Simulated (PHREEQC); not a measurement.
**Nickel, zinc or cadmium bath: an equilibrium model**

A solution holds 0.0078 mol NiSO4, 0.0046 mol NaOH and 0.048 mol H2SO4 per kg of water, at 25 °C. Closed to the air; pH follows from the charge balance.

Model: ion-association model, wateq4f.dat, run in PHREEQC.

Each row changes one thing in this solution. No solid was allowed to form.

```
case                                  pH  ionic strength (mol/kgw)  HSO4- (mol/kgw)  SO4-2 (mol/kgw)  Ni+2 (mol/kgw)  NiSO4 (mol/kgw)  SI of Morenosite (NiSO4:7H2O)  SI of Mirabilite (Na2SO4:10H2O)
----------------------------------  ----  ------------------------  ---------------  ---------------  --------------  ---------------  -----------------------------  -------------------------------
as made                             1.34                    0.0922           0.0364           0.0168         0.00531          0.00248                          -2.53                            -6.00
temperature from 25 to 90 °C        1.46                    0.0718           0.0488          0.00551         0.00638          0.00142                          -3.36                            -8.98
temperature from 25 to 70 °C        1.42                    0.0765           0.0456          0.00830         0.00596          0.00184                          -3.09                            -8.13
NaOH from 0.0046 to 0.0069 mol/kgw  1.36                    0.0929           0.0359           0.0171         0.00528          0.00251                          -2.53                            -5.64
diluted 5-fold with water           1.92                    0.0241          0.00463          0.00610         0.00114         0.000416                          -3.31                            -7.57
```

At this temperature some constants are extrapolated from 25 °C, and those without enthalpy data are left unchanged.
